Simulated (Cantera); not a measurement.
Input: 1 mol Si2H6, 65 mol H2, 4.9 mol HCl, held at 927 °C.

Equilibrium computed with Cantera from the NASA thermochemical tables; the gas is ideal and each condensed phase is pure. Candidate condensed phases: Si; 19 gas species. The feed counts by its element totals alone. The tables' values for SiCl3 are old estimates; treat these amounts as uncertain. Rates play no part.

x: gas mole fraction; n: condensed amount in mol.

```json
[
 {"P (Pa)": "100", "x H2": "0.941", "x HCl": "0.0520", "x SiHCl3": "6.80e-5", "x SiCl2": "0.00677", "x SiCl4": "0.000138", "x SiH2Cl2": "[?]", "n Si(s)": "1.47"},
 {"P (Pa)": "260", "x H2": "0.942", "x HCl": "0.0509", "x SiHCl3": "0.000166", "x SiCl2": "0.00650", "x SiCl4": "0.000331", "x SiH2Cl2": "[?]", "n Si(s)": "1.45"},
 {"P (Pa)": "670", "x H2": "0.943", "x HCl": "0.0490", "x SiHCl3": "0.000382", "x SiCl2": "0.00602", "x SiCl4": "0.000730", "x SiH2Cl2": "[?]", "n Si(s)": "1.43"},
 {"P (Pa)": "1700", "x H2": "0.946", "x HCl": "0.0459", "x SiHCl3": "0.000794", "x SiCl2": "0.00527", "x SiCl4": "0.00142", "x SiH2Cl2": "[?]", "n Si(s)": "1.38"},
 {"P (Pa)": "4500", "x H2": "0.949", "x HCl": "0.0413", "x SiHCl3": "0.00152", "x SiCl2": "0.00424", "x SiCl4": "0.00243", "x SiH2Cl2": "[?]", "n Si(s)": "1.32"},
 {"P (Pa)": "12000", "x H2": "0.954", "x HCl": "0.0356", "x SiHCl3": "0.00259", "x SiCl2": "0.00313", "x SiCl4": "0.00355", "x SiH2Cl2": "[?]", "n Si(s)": "1.23"},
 {"P (Pa)": "30000", "x H2": "0.958", "x HCl": "0.0300", "x SiHCl3": "0.00386", "x SiCl2": "0.00222", "x SiCl4": "0.00444", "x SiH2Cl2": "[?]", "n Si(s)": "1.13"},
 {"P (Pa)": "77000", "x H2": "0.962", "x HCl": "0.0245", "x SiHCl3": "0.00537", "x SiCl2": "0.00147", "x SiCl4": "0.00503", "x SiH2Cl2": "[?]", "n Si(s)": "1.02"},
 {"P (Pa)": "200000", "x H2": "0.965", "x HCl": "0.0195", "x SiHCl3": "0.00703", "x SiCl2": "0.000932", "x SiCl4": "0.00523", "x SiH2Cl2": "[?]", "n Si(s)": "0.905"}
]
```

**Question.** Complete the blanks.

**Answer.** 
- 100, x SiH2Cl2: 4.38e-6
- 260, x SiH2Cl2: 1.10e-5
- 670, x SiH2Cl2: 2.62e-5
- 1700, x SiH2Cl2: 5.82e-5
- 4500, x SiH2Cl2: 0.000124
- 12000, x SiH2Cl2: 0.000247
- 30000, x SiH2Cl2: 0.000439
- 77000, x SiH2Cl2: 0.000751
- 200000, x SiH2Cl2: 0.00124
